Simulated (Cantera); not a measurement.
Mixture: 5.82 % CH₄, 15.6 % O₂, 58.2 % N₂, 20.4 % CO₂, at 1.00 atm, adiabatic and at constant volume. Ignition delay is the time to a rise of 400 K.

Model: GRI-Mech 3.0 (53 species, 325 reactions), integrated in Cantera.

Predict: delay at 1000 K; delay at 1100 K; delay at 1200 K; delay at 1300 K; delay at 1400 K; delay at 1500 K; apparent activation energy between 1300 and 1500 K.


| Item | Value |
|---|---|
| delay at 1000 K | 1.23 s |
| delay at 1100 K | 0.237 s |
| delay at 1200 K | 53.4 ms |
| delay at 1300 K | 13.9 ms |
| delay at 1400 K | 4.11 ms |
| delay at 1500 K | 1.39 ms |
| apparent activation energy between 1300 and 1500 K | 190 kJ/mol |
